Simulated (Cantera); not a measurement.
An isothermal, constant-pressure homogeneous reactor starts with CH4 : N2 = 1 : 88 (molar parts), at 1573 K and 10.5 Torr. Integrator tolerance rtol = 1e-08.

Computed with Cantera and GRI-Mech 3.0 (53 species, 325 reactions). GRI-Mech 3.0 stops at C3 and has no aromatics, soot or wall deposition, so with more carbon than oxygen in the feed, carbon stays in small species such as C2H2 where larger ones or solid carbon would form. Radical loss at walls, strong at low pressure, is not modelled.

Problem. What does this change do: 0.35 parts H2O added?

Solution. 
```json
[
 {"quantity": "x(CH4) at 200 s", "before": "1.48e-5 (gas-phase equilibrium 2.39e-7)", "after": "0.000135 (gas-phase equilibrium 2.46e-7)"},
 {"quantity": "x(C2H) at 200 s", "before": "4.24e-8 (gas-phase equilibrium 3.07e-9)", "after": "2.88e-8 (gas-phase equilibrium 1.17e-9)"},
 {"quantity": "x(C2H2) at 200 s", "before": "0.00554 (gas-phase equilibrium 0.000396)", "after": "0.00413 (gas-phase equilibrium 0.000174)"},
 {"quantity": "x(CH3) at 200 s", "before": "7.93e-7 (gas-phase equilibrium 1.30e-8)", "after": "6.62e-6 (gas-phase equilibrium 1.16e-8)"},
 {"quantity": "x(H) at 200 s", "before": "4.39e-5 (gas-phase equilibrium 4.46e-5)", "after": "4.89e-5 (gas-phase equilibrium 5.17e-5)"}
]
```

Problem. What does this change do: 5.8 parts H2O added?

Solution. 
```tsv
quantity	before	after
x(CH4) at 200 s	1.48e-5 (gas-phase equilibrium 2.39e-7)	5.95e-5 (gas-phase equilibrium <1e-12)
x(C2H) at 200 s	4.24e-8 (gas-phase equilibrium 3.07e-9)	9.13e-11 (gas-phase equilibrium <1e-12)
x(C2H2) at 200 s	0.00554 (gas-phase equilibrium 0.000396)	2.49e-5 (gas-phase equilibrium <1e-12)
x(CH3) at 200 s	7.93e-7 (gas-phase equilibrium 1.30e-8)	1.53e-6 (gas-phase equilibrium <1e-12)
x(H) at 200 s	4.39e-5 (gas-phase equilibrium 4.46e-5)	4.32e-5 (gas-phase equilibrium 6.40e-5)
```

Problem. What does this change do: temperature 1573 to 1450 K?

Solution. 
```
quantity                                            before                                     after
----------------  ----------------------------------------  ----------------------------------------
x(CH4) at 200 s    1.48e-5 (gas-phase equilibrium 2.39e-7)  0.000603 (gas-phase equilibrium 9.71e-7)
x(C2H) at 200 s    4.24e-8 (gas-phase equilibrium 3.07e-9)  3.74e-9 (gas-phase equilibrium 4.05e-10)
x(C2H2) at 200 s  0.00554 (gas-phase equilibrium 0.000396)  0.00525 (gas-phase equilibrium 0.000475)
x(CH3) at 200 s    7.93e-7 (gas-phase equilibrium 1.30e-8)   6.32e-6 (gas-phase equilibrium 1.22e-8)
x(H) at 200 s      4.39e-5 (gas-phase equilibrium 4.46e-5)   8.22e-6 (gas-phase equilibrium 1.04e-5)
```
